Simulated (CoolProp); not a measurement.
n-octane along the isobar 385 kPa: fugacity coefficient from the reference equation and from simpler models built on Tc = 568.7 K, pc = 2484 kPa, ω = 0.398; each cubic takes its own stable root.

Computed with CoolProp (reference Helmholtz-energy equation of state, Beckmüller 2019).

| T (K) | phase | reference | van der Waals | Soave-Redlich-Kwong |
|---|---|---|---|---|
| 452.3 | liquid | 0.8359 | 0.9211 | 0.8575 |
| 469.1 | gas | 0.8893 | 0.9275 | 0.8994 |
| 485.9 | gas | 0.9026 | 0.9333 | 0.9103 |
| 502.7 | gas | 0.9138 | 0.9384 | 0.9198 |
| 519.6 | gas | 0.9234 | 0.9430 | 0.9282 |
| 536.4 | gas | 0.9316 | 0.9472 | 0.9356 |
| 553.2 | gas | 0.9386 | 0.9510 | 0.9422 |
| 570.1 | gas | 0.9448 | 0.9544 | 0.9481 |
| 586.9 | gas | 0.9502 | 0.9575 | 0.9534 |
| 603.7 | gas | 0.9550 | 0.9604 | 0.9580 |

At some of these states van der Waals gives the other phase, because its saturation line lies elsewhere.
